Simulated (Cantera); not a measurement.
A closed system holds: 1 mol BN, 2.2 mol HF, 38 mol H₂, 3.2 mol F₂, equilibrated at 0.410 bar.

These are equilibrium values from Cantera (NASA tables, ideal gas, pure condensed phases), not measurements of a reactor. Candidate condensed phases: B, BN; 31 gas species. The tables' values for BF₂ are old estimates; treat these amounts as uncertain. The numbers say what is thermodynamically allowed, not how fast it happens.

Problem. At 1723 K, list the 5 most abundant gas species with their mole fractions, and the condensed phases.

Solution. H₂ 0.836, HF 0.130, BF₃ 0.0224, N₂ 0.0115, BHF₂ 0.000390. Condensed: gas only.
